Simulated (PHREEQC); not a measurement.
Dissolve 29 mmol/kgw KH2PO4, 0.42 mmol/kgw NaOH and 0.0071 mmol/kgw K2SiO3 at 25 °C. Closed to the air; pH follows from the charge balance.

Computed with PHREEQC (ion-association model, phreeqc.dat).

The pH is 5.20. The ionic strength is 0.0299 mol/kgw and the specific conductance is 2770 µS/cm. The total alkalinity comes out as 0.434 meq/kg.

```csv
species,molality,activity,log γ
K+,0.0290,0.0245,-0.073
H2PO4-,0.0285,0.0244,-0.067
HPO4-2,0.000450,0.000239,-0.275
Na+,0.000420,0.000358,-0.069
H3PO4,2.26e-5,2.28e-5,0.003
KHPO4-,1.34e-5,1.14e-5,-0.067
H+,7.24e-6,6.33e-6,-0.058
H4SiO4,7.10e-6,7.15e-6,0.003
NaHPO4-,1.95e-7,1.67e-7,-0.067
OH-,1.89e-9,1.60e-9,-0.074
```

No solid was allowed to form.
